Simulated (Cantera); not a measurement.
Gas mixture: CO₂ : O₂ = 0.53 : 0.12 (molar parts), at 20.0 Torr, frozen composition.

Cantera's kinetic-theory transport with the Lennard-Jones parameters of GRI-Mech 3.0, ideal gas; thermal conductivity in the mixture-averaged form.

One state of this run: ρ (kg/m³) = 0.00957; cp (J/kg/K) = 1288; μ (µPa s) = 53.0; λ (mW/m/K) = 93.7; Pr = 0.729; D (cm²/s) H = 583; D (cm²/s) O = 142; D (cm²/s) CH₃ = 102. D: mixture-averaged diffusion coefficient of that species in the mixture.

### Question
Which value of T (K) does it belong to?
A) 800
B) 1400
C) 1200
D) 1000

### Answer
B, 1400
